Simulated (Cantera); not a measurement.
What does this Cantera script print?

```python
import numpy as np
import cantera as ct

gas_names = """
    N N2 Si SiN Si2 Si2N Si3
""".split()
cond_names = """
    Si(cr) Si(L) Si3N4(a)
""".split()


# ... load() reads the species with a 1 bar reference pressure and builds the phases ...
atoms = {
    'Si3N4': {'Si': 3, 'N': 4},
    'Si': {'Si': 1},
    'N2': {'N': 2},
}
top_T = {'Si3N4(a)': 2400}  # K; cautious upper limits of use, not melting points


# ... equilibrate(T, P, feed) seeds the gas with the atoms and calls Mixture.equilibrate('TP', solver="vcs", rtol=1e-11, max_steps=5000) ...
results = []
feed = {'Si3N4': 1, 'Si': 0.12, 'N2': 2}  # mol
T = 1950  # K
for P in [1, 16, 250, 4000, 63000, 1000000]:
    mix = equilibrate(T, P, feed)
    results.append((T, P, feed, dict(zip(mix.species_names, mix.species_moles))))

top = {s: max(r[3][s] / sum(r[3][g] for g in gas_names) for r in results) for s in gas_names}
cols = sorted((s for s in top if top[s] > 0.0001), key=lambda s: -top[s])[:5]
seen = [c for c in cond_names if any(r[3].get(c, 0) > 1e-12 for r in results)]
print("log10 of partial pressures in bar; condensed amounts in mol")
print(f"{'P/Pa':>10s}" + "".join(f"{s[:9]:>10s}" for s in cols + seen))
for T, P, feed, n in results:
    ng = sum(n[g] for g in gas_names)
    print(f"{P:10.4g}" + "".join(f"{np.log10(max(n[s] / ng * P / 1e5, 1e-99)):10.3f}" for s in cols)
          + "".join(f"{n.get(c, 0):10.4g}" for c in seen))
```

Output:

```
log10 of partial pressures in bar; condensed amounts in mol
      P/Pa        N2        Si       Si2      Si2N       SiN     Si(L)  Si3N4(a)
         1    -5.250    -5.360    -8.135    -9.114    -8.516         0         0
        16    -3.867    -4.623    -6.661    -6.949    -7.088     2.393         0
       250    -2.606    -4.623    -6.661    -6.319    -6.458     3.078         0
      4000    -1.398    -4.623    -6.661    -5.715    -5.854     3.117         0
   6.3e+04    -0.201    -5.207    -7.829    -6.284    -5.839         0      1.04
     1e+06     1.000    -6.008    -9.430    -7.284    -6.039         0      1.04
```

Cantera equilibrium calculation (NASA polynomials, part measured and part estimated; ideal gas, pure solids and liquids). The tables' values for SiN are old estimates; treat these amounts as uncertain.
